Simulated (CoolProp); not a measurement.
Properties of chloromethane (R40) along the isotherm 266.9 K.

Values from CoolProp's reference Helmholtz-energy equation of state, Thol 2014.

| p (kPa) | phase | Z | speed of sound (m/s) | Joule-Thomson coefficient (K/MPa) | isothermal compressibility (1/MPa) |
|---|---|---|---|---|---|
| 110 | gas | 0.9711 | 232.5 | 55.99 | 9.372 |
| 225 | liquid | 0.005267 | 969.2 | -0.3222 | 0.001715 |
| 462 | liquid | 0.01081 | 971.1 | -0.3231 | 0.001707 |
| 949 | liquid | 0.02219 | 974.9 | -0.3249 | 0.001692 |
| 1950 | liquid | 0.04552 | 982.7 | -0.3284 | 0.001661 |
| 4000 | liquid | 0.09306 | 998.1 | -0.3354 | 0.001601 |
| 8220 | liquid | 0.1900 | 1028 | -0.3482 | 0.001493 |
| 16900 | liquid | 0.3859 | 1083 | -0.3698 | 0.001318 |
| 34600 | liquid | 0.7736 | 1178 | -0.4012 | 0.001075 |
